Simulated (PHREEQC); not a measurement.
PHREEQC input (ion-association model, phreeqc.dat):

```
SOLUTION 0
  temp 15
  units mmol/kgw
  pH 7 charge
  Cl 42.01
  Ca 21
  Br 21
  K 21
  O(0) 1 O2(g) -0.68
SOLUTION 1-40
  temp 15
  units mmol/kgw
  pH 7 charge
  S(6) 0.39
  Na 0.78
  Cl 0.01
  O(0) 1 O2(g) -0.68
END
EXCHANGE 1-40
  X 0.049
  -equilibrate 1
END
SELECTED_OUTPUT 1
  -reset false
  -pH true
  -pe true
  -ionic_strength true
  -water true
  -step true
  -totals Br Ca Cl K Na S S(-2) S(6)
  -molalities CaX2 KX NaX
  -saturation_indices Gypsum Halite Sylvite
PRINT
  -reset false
TRANSPORT
  -cells 40
  -shifts 160
  -lengths 0.005
  -time_step 60
  -dispersivities 0.016
  -boundary_conditions flux flux
  -correct_disp true
  -punch_cells 40
  -punch_frequency 5
END
```

Selected output (columns that matter, 19 of 33 rows; pore volumes added in front):

```
pore volumes	pH	mu	Br	Ca	Cl	K	Na	S	m_CaX2	m_KX	m_NaX	si_Gypsum	si_Halite	si_Sylvite
0	5.0269	0.001177	0	0	1e-05	0	0.00078	0.00039	0	0	0.049	-1000	-9.7031	-1000
0.2625	5.027	0.0011879	3.6815e-06	0	1.7363e-05	0	0.00079091	0.00038993	0	0	0.049	-1000	-9.4576	-1000
0.5125	5.0378	0.0046806	0.0011928	0	0.0023957	0	0.0043142	0.00036785	0	0	0.049	-1000	-6.6106	-1000
0.6375	5.0475	0.011092	0.0033738	0	0.0067575	1.1046e-20	0.010776	0.00032734	0	2.673e-19	0.049	-1000	-5.7921	-23.07
0.8875	5.0607	0.029082	0.0094865	0	0.018983	1.7917e-10	0.028887	0.00021382	0	1.6175e-09	0.049	-1000	-4.9608	-12.459
1.1375	5.0671	0.04445	0.014703	8.3419e-19	0.029417	4.9004e-06	0.044339	0.00011694	5.9019e-17	2.8807e-05	0.048971	-18.095	-4.6092	-7.858
1.3875	5.07	0.053846	0.017892	9.7324e-09	0.035793	0.0011544	0.052636	5.7725e-05	3.9304e-07	0.005122	0.043877	-8.3844	-4.4615	-5.4138
1.5125	5.0708	0.056791	0.018868	6.7149e-05	0.037746	0.0069607	0.049588	3.9593e-05	0.0011359	0.019983	0.026745	-4.7254	-4.4678	-4.6142
1.7625	5.0751	0.070826	0.020028	0.010696	0.040066	0.017172	0.021555	1.8053e-05	0.015568	0.014455	0.0034089	-3.0139	-4.8184	-4.2123
2.0125	5.0771	0.078411	0.020569	0.01668	0.041148	0.019114	0.0092479	8.0048e-06	0.017129	0.013514	0.0012284	-3.2374	-5.1812	-4.162
2.2625	5.0779	0.081606	0.020812	0.019154	0.041634	0.020011	0.0041241	3.4875e-06	0.017558	0.013367	0.00051754	-3.5617	-5.5296	-4.14
2.5125	5.0782	0.082981	0.020919	0.020211	0.041848	0.020466	0.0018716	1.5024e-06	0.017704	0.013363	0.00022959	-3.9138	-5.8717	-4.1294
2.6375	5.0783	0.083339	0.020947	0.020487	0.041904	0.020604	0.0012658	9.8322e-07	0.017736	0.013375	0.00015437	-4.0945	-6.0412	-4.1262
2.8875	5.0784	0.083729	0.020977	0.020786	0.041965	0.020778	0.000582	4.1934e-07	0.017764	0.013401	7.0519e-05	-4.461	-6.3784	-4.1223
3.1375	5.0784	0.083896	0.02099	0.020914	0.041991	0.020874	0.00026891	1.7814e-07	0.017772	0.013424	3.249e-05	-4.8313	-6.7136	-4.1202
3.3875	5.0784	0.083966	0.020996	0.020968	0.042002	0.020927	0.00012465	7.5474e-08	0.017772	0.013441	1.5041e-05	-5.2036	-7.0474	-4.119
3.5125	5.0784	0.083984	0.020997	0.020982	0.042005	0.020944	8.4946e-05	4.9092e-08	0.017771	0.013448	1.0247e-05	-5.3903	-7.214	-4.1186
3.7625	5.0784	0.084002	0.020999	0.020995	0.042008	0.020967	3.95e-05	2.0749e-08	0.017769	0.013457	4.7629e-06	-5.7641	-7.5465	-4.1182
4.0125	5.0784	0.084008	0.021	0.021	0.042009	0.02098	1.8392e-05	8.7607e-09	0.017767	0.013463	2.2173e-06	-6.1385	-7.8785	-4.1179
```

Species that the database lacks are ignored.
